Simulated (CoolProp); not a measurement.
The numbers come from the reference Helmholtz-energy equation of state, Schmidt 1985 in CoolProp.

For oxygen, give the phase and the cv (kJ/(kg K)), speed of sound (m/s), expansivity (1/kK), fugacity coefficient at 166.8 K and 16 bar; 166.8 K and 50.5 bar.


- 166.8 K and 16 bar: gas; cv 0.680, speed of sound 236, expansivity 7.95, fugacity coefficient 0.917
- 166.8 K and 50.5 bar: supercritical; cv 0.785, speed of sound 211, expansivity 21.3, fugacity coefficient 0.744
